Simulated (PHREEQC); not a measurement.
0.1 mol of Bromyrite (AgBr) is brought to equilibrium with 1 kg of water, with rising amounts of HCl, at 25 °C. O2 is buffered at 0.21 atm. No CO2 enters from the air. Only these solids could form: Bromyrite, Cerargyrite, Ag2O.

Base run: PHREEQC, ion-association model, wateq4f.dat. Each further column changes one thing. The table gives dissolved Ag (mol/kgw).

| HCl added (mol) | base | temperature from 25 to 30 °C |
|---|---|---|
| 0 | 7.43e-7 | 9.88e-7 |
| 0.00208 | 5.04e-7 | 7.34e-7 |
| 0.00417 | 5.28e-7 | 7.59e-7 |
| 0.00625 | 5.82e-7 | 8.32e-7 |
| 0.00833 | 6.44e-7 | 9.16e-7 |
| 0.0104 | 7.09e-7 | 1.01e-6 |
| 0.0125 | 7.77e-7 | 1.10e-6 |
| 0.0146 | 8.46e-7 | 1.20e-6 |
| 0.0167 | 9.16e-7 | 1.29e-6 |
| 0.0187 | 9.84e-7 | 1.39e-6 |
| 0.0208 | 1.06e-6 | 1.49e-6 |
| 0.0229 | 1.13e-6 | 1.59e-6 |
| 0.025 | 1.20e-6 | 1.69e-6 |
